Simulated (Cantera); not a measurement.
## Ignition delay

Mixture: CH4 : C2H6 : O2 : N2 : CO2 = 1 : 0.031 : 3.98 : 10.7 : 0.5 (molar parts), equivalence ratio 0.53, at 3600000 Pa, adiabatic and at constant volume. Ignition delay is the time to a rise of 400 K.

Cantera simulation using GRI-Mech 3.0 (53 species, 325 reactions); the numbers are that mechanism's predictions, not measurements. The pressure lies above the range GRI-Mech 3.0 was tuned for (to about 10 atm).

```json
[
 {"T0 (K)": "1123", "delay (ms)": "1.47"},
 {"T0 (K)": "1198", "delay (ms)": "0.542"},
 {"T0 (K)": "1273", "delay (ms)": "0.227"},
 {"T0 (K)": "1348", "delay (ms)": "0.104"},
 {"T0 (K)": "1423", "delay (ms)": "0.0510"},
 {"T0 (K)": "1498", "delay (ms)": "0.0265"},
 {"T0 (K)": "1573", "delay (ms)": "0.0144"},
 {"T0 (K)": "1648", "delay (ms)": "0.00817"},
 {"T0 (K)": "1723", "delay (ms)": "0.00484"},
 {"T0 (K)": "1798", "delay (ms)": "0.00299"}
]
```

The apparent activation energy between 1648 and 1798 K is 160 kJ/mol.
